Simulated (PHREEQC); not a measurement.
Make-up at 15 °C: 0.75 mol HCl and 0.00068 mol CuSO4 per kg of water. Closed to the air; pH follows from the charge balance.

Equilibrium calculation in PHREEQC: ion-association model, wateq4f.dat.

Question: The ionic strength comes out as 0.751 mol/kgw. What activity coefficients do H+, Cu+2, SO4-2, Cl-, CuCl+ get?

Answer: H+ 0.76, Cu+2 0.23, SO4-2 0.18, Cl- 0.62, CuCl+ 0.63.

No solid was allowed to form. The ionic strength is past about 0.7 mol/kgw, beyond the range of this activity model, so the values are rough. Complexes and solids missing from the database can't appear.
